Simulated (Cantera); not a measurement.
## Equilibrium for abatement and gas-phase synthesis: PH3 + H2

Feed: 1 mol PH3, 0.48 mol H2, at 13.0 Pa.

Method: chemical equilibrium by Gibbs-energy minimisation in Cantera with the NASA 1993 tables (ideal gas, pure condensed phases). Candidate condensed phases: P; 7 gas species. The numbers say what is thermodynamically allowed, not how fast it happens.

From 1500 K to 2550 K nothing is condensed. The main P-bearing gas is P2 at 1500 K and P at 2550 K.

```
T (K)  log p H2  log p H  log p P2  log p P  log p PH  log p P4  log p PH3
-----  --------  -------  --------  -------  --------  --------  ---------
1500      -3.98    -6.75     -4.58    -7.84     -8.93     -9.10     -11.43
1650      -3.99    -6.04     -4.58    -7.05     -8.41     -9.79     -11.66
1800      -4.00    -5.45     -4.59    -6.40     -7.99    -10.38     -11.87
1950      -4.03    -4.96     -4.62    -5.86     -7.65    -10.92     -12.08
2100      -4.11    -4.56     -4.68    -5.41     -7.41    -11.45     -12.36
2250      -4.28    -4.27     -4.81    -5.06     -7.29    -12.07     -12.80
2400      -4.59    -4.10     -5.05    -4.82     -7.33    -12.85     -13.48
2550      -5.03    -4.02     -5.40    -4.68     -7.51    -13.84     -14.39
```
log p: log10 of the partial pressure in bar; nothing condenses.
